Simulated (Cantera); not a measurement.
Cantera run, input and output.

```python
import numpy as np
import cantera as ct

gas = ct.Solution("gri30.yaml")
gas.TPX = 1575, 1900000, {'CH2O': 0.022, 'O2': 0.034, 'N2': 1}
reactor = ct.IdealGasConstPressureReactor(gas, energy="off", clone=False)
net = ct.ReactorNet([reactor])
net.rtol, net.atol = 1e-08, 1e-18
show = ['CH2O', 'O2', 'CO2', 'HO2', 'HCN', 'H2']
times = np.geomspace(8e-06, 10, 15)

steps = ct.SolutionArray(gas, extra=["t"])
rows = []
print(f"{'t/s':>10s}{'T/K':>9s}{'P/Pa':>11s}" + "".join(f"{s:>11s}" for s in show))
for t in times:
    while net.time < t:
        t_next = net.step()
        steps.append(gas.state, t=t_next)
    rows.append([np.interp(t, steps.t, y) for y in (steps.T, steps.P, *steps(*show).X.T)])
    print(f"{t:10.3e}{rows[-1][0]:9.1f}{rows[-1][1]:11.4g}" + "".join(f"{x:11.3e}" for x in rows[-1][2:]))
rate = np.gradient(steps.T, steps.t)
print("integrator steps:", len(steps.t))
if steps.T.max() > steps.T[0] + 200:
    print(f"time of steepest temperature rise: {steps.t[rate.argmax()]:.4e} s")
gas.TPX = 1575, 1900000, {'CH2O': 0.022, 'O2': 0.034, 'N2': 1}
gas.equilibrate("TP")
print(f"equilibrium (TP): T = {gas.T:.1f} K  " + "  ".join(f"{s} {gas[s].X[0]:.3e}" for s in show))
```

It prints:

```
       t/s      T/K       P/Pa       CH2O         O2        CO2        HO2        HCN         H2
 8.000e-06   1575.0    1.9e+06  1.164e-03  2.599e-02  6.002e-04  2.100e-04  1.419e-11  8.825e-03
 2.181e-05   1575.0    1.9e+06  3.776e-10  1.800e-02  7.110e-03  3.378e-05  1.679e-11  3.111e-04
 5.944e-05   1575.0    1.9e+06  7.831e-11  1.523e-02  1.283e-02  2.140e-05  7.630e-12  1.577e-04
 1.620e-04   1575.0    1.9e+06  7.039e-12  1.279e-02  1.786e-02  1.039e-05  3.147e-12  7.198e-05
 4.416e-04   1575.0    1.9e+06  1.420e-13  1.164e-02  2.022e-02  2.722e-06  9.973e-13  1.785e-05
 1.204e-03   1575.0    1.9e+06  1.436e-15  1.138e-02  2.076e-02  3.738e-07  2.719e-13  2.681e-06
 3.281e-03   1575.0    1.9e+06  1.604e-17  1.136e-02  2.083e-02  5.752e-08  6.619e-14  4.239e-07
 8.944e-03   1575.0    1.9e+06  1.269e-18  1.136e-02  2.083e-02  3.481e-08  8.945e-15  2.247e-07
 2.438e-02   1575.0    1.9e+06  1.173e-18  1.136e-02  2.083e-02  3.452e-08  2.044e-15  2.220e-07
 6.646e-02   1575.0    1.9e+06  1.173e-18  1.136e-02  2.083e-02  3.452e-08  7.186e-16  2.220e-07
 1.811e-01   1575.0    1.9e+06  1.173e-18  1.136e-02  2.083e-02  3.452e-08  4.380e-17  2.220e-07
 4.938e-01   1575.0    1.9e+06  1.173e-18  1.136e-02  2.083e-02  3.452e-08  6.587e-19  2.220e-07
 1.346e+00   1575.0    1.9e+06  1.173e-18  1.136e-02  2.083e-02  3.452e-08  6.607e-19  2.220e-07
 3.669e+00   1575.0    1.9e+06  1.173e-18  1.136e-02  2.083e-02  3.452e-08  6.594e-19  2.220e-07
 1.000e+01   1575.0    1.9e+06  1.173e-18  1.136e-02  2.083e-02  3.452e-08  6.403e-19  2.220e-07
integrator steps: 1764
equilibrium (TP): T = 1575.0 K  CH2O 1.196e-18  O2 1.114e-02  CO2 2.083e-02  HO2 3.402e-08  HCN 1.502e-19  H2 2.242e-07
```

Computed with Cantera and GRI-Mech 3.0 (53 species, 325 reactions). The pressure lies above the range GRI-Mech 3.0 was tuned for (to about 10 atm). The temperature is held fixed by assumption; the heat of reaction is taken as removed at once.
